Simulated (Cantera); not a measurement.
A closed system holds: 1 mol Si3N4, 1.4 mol H2O, 560 mol H2, at 1302 °C and 1.00 Torr.

Cantera equilibrium calculation (NASA polynomials, part measured and part estimated; ideal gas, pure solids and liquids). Candidate condensed phases: H2O, Si, SiO2, Si2N2O, Si3N4; 35 gas species. The numbers say what is thermodynamically allowed, not how fast it happens.

Base state: H2 0.993, N2 0.00354, SiO 0.00248, H 0.00113, Si 4.31e-5 (mole fractions); condensed: Si(s).

What changes in the equilibrium state with this change: Si3N4 replaced by Si?


| species | before | after |
|---|---|---|
| H2 | 0.993 | 0.996 |
| SiO | 0.00248 | 0.00178 |
| H | 0.00113 | 0.00114 |
| N2 | 0.00354 | 0 |
| H2O | 1.23e-8 | 0.000711 |
| Si | 4.31e-5 | <1e-9 |
| Si(s), mol | 1.57 | 0 |
